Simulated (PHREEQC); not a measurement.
PHREEQC input (ion-association model, phreeqc.dat):

```
SOLUTION 0
  temp 25
  units mmol/kgw
  pH 7 charge
  Cl 17.41
  Ba 7.2
  Ca 1.5
SOLUTION 1-40
  temp 25
  units mmol/kgw
  pH 7 charge
  Cl 81.61
  Mn(2) 3.8
  Zn 37
END
EXCHANGE 1-40
  X 0.027
  -equilibrate 1
END
SELECTED_OUTPUT 1
  -reset false
  -pH true
  -pe true
  -ionic_strength true
  -water true
  -step true
  -totals Ba Ca Cl Mn Zn Mn(2) Mn(3)
  -molalities MnX2 BaX2 ZnX2 CaX2
  -saturation_indices Pyrochroite Zn(OH)2(e)
PRINT
  -reset false
TRANSPORT
  -cells 40
  -shifts 240
  -lengths 0.0025
  -time_step 3600
  -dispersivities 0.008
  -boundary_conditions flux flux
  -correct_disp true
  -punch_cells 40
  -punch_frequency 8
END
```

Selected output (columns that matter, 9 of 31 rows; pore volumes added in front):

```
pore volumes	pH	mu	Ba	Ca	Cl	Mn	Zn	m_MnX2	m_BaX2	m_ZnX2	m_CaX2	si_Pyrochroite	si_Zn(OH)2(e)
0	4.9513	0.11602	0	0	0.08161	0.0038	0.037	0.00066534	0	0.012835	0	-8.1852	-3.5097
0.8125	4.9786	0.083332	0.00023771	8.3645e-05	0.057938	0.0025928	0.02605	0.00064092	0.00015808	0.012658	4.3179e-05	-8.2454	-3.554
1.6125	5.0225	0.033005	0.001183	0.00037666	0.022415	0.00068812	0.0089546	0.00042576	0.0018828	0.010726	0.00046534	-8.611	-3.8022
2.2125	5.0327	0.026942	0.0025985	0.00073993	0.018171	0.00028875	0.0054534	0.00020594	0.0047352	0.0075122	0.0010467	-8.9449	-3.9736
3.0125	5.0444	0.02606	0.0049363	0.0012093	0.017466	7.7263e-05	0.0025052	5.2391e-05	0.0085431	0.0032799	0.0016246	-9.4904	-4.2843
3.8125	5.0514	0.026067	0.0063261	0.0014189	0.017414	1.7604e-05	0.00093937	1.1432e-05	0.010485	0.0011778	0.0018255	-10.119	-4.6964
4.4125	5.0537	0.026089	0.0067988	0.0014728	0.017411	5.5764e-06	0.00042309	3.569e-06	0.011106	0.00052283	0.0018675	-10.614	-5.0381
5.2125	5.055	0.026103	0.0070626	0.001495	0.01741	1.183e-06	0.00014125	7.5114e-07	0.011445	0.00017316	0.0018807	-11.284	-5.512
6.0125	5.0555	0.026108	0.0071537	0.0014997	0.01741	2.493e-07	4.6375e-05	1.5786e-07	0.011562	5.6698e-05	0.0018815	-11.96	-5.9948
```

Complexes and solids missing from the database can't appear.
